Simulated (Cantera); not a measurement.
A Cantera script and what it prints.

```python
import numpy as np
import cantera as ct

gas_names = """
    N N2 Zr ZrN
""".split()
cond_names = """
    Zr(a) Zr(b) Zr(L) ZrN(s) ZrN(L)
""".split()


def load(file, names, dense=False):
    # The tables refer to 1 bar. Condensed volumes are neglected.
    table = {s.name: s for s in ct.Species.list_from_file(file)}
    out = []
    for n in names:
        d = dict(table[n].input_data)
        d["thermo"] = dict(d["thermo"], **{"reference-pressure": 1e5})
        if dense:
            d["equation-of-state"] = {"model": "constant-volume", "density": "1e6 g/cm^3"}
        out.append(ct.Species.from_dict(d))
    return out


gas = ct.Solution(thermo="ideal-gas", species=load("nasa_gas.yaml", gas_names))
cond = {s.name: ct.Solution(thermo="fixed-stoichiometry", species=[s], name=s.name)
        for s in load("nasa_condensed.yaml", cond_names, dense=True)}
atoms = {
    'ZrN': {'Zr': 1, 'N': 1},
    'N2': {'N': 2},
}
top_T = {}  # K; cautious upper limits of use, not melting points


def equilibrate(T, P, feed):
    n = {}
    for name, mol in feed.items():
        for a, k in atoms[name].items():
            n[a] = n.get(a, 0.0) + k * mol
    gas.TPX = T, P, n
    mass = sum(n.values()) * gas.mean_molecular_weight
    gas.equilibrate("TP")
    valid = [c for c in cond.values() if c.min_temp <= T <= top_T.get(c.name, c.max_temp)]
    mix = ct.Mixture([(gas, mass / gas.mean_molecular_weight)] + [(c, 0.0) for c in valid])
    mix.T, mix.P = T, P
    mix.equilibrate("TP", solver="vcs", rtol=1e-11, max_steps=5000)
    return mix


results = []
feed = {'ZrN': 1, 'N2': 0.12}  # mol
T = 2050  # K
P = 1333.22  # Pa
mix = equilibrate(T, P, feed)
results.append((T, P, feed, dict(zip(mix.species_names, mix.species_moles))))
print(gas.report(threshold=0.001))
for i in range(1, mix.n_phases):
    print(f"{mix.phase(i).name:16s} {mix.phase_moles(i):12.5e} mol")
```

Result:

```
       temperature   2050 K
          pressure   1333.2 Pa
           density   0.0021912 kg/m^3
  mean mol. weight   28.014 kg/kmol
   phase of matter   gas

                          1 kg             1 kmol
                     ---------------   ---------------
          enthalpy        2.0666e+06        5.7894e+07  J
   internal energy        1.4582e+06        4.0849e+07  J
           entropy             10310        2.8883e+05  J/K
    Gibbs function       -1.9069e+07       -5.3421e+08  J
 heat capacity c_p            1288.6             36099  J/K
 heat capacity c_v            991.81             27785  J/K

                      mass frac. Y      mole frac. X     chem. pot. / RT
                     ---------------   ---------------   ---------------
                N2                 1                 1           -31.342
     [   +3 minor]        8.2729e-09        1.5915e-08

Zr(b)             0.00000e+00 mol
ZrN(s)            1.00000e+00 mol
```

Equilibrium computed with Cantera from the NASA thermochemical tables; the gas is ideal and each condensed phase is pure. ZrN: taken at fixed stoichiometry.
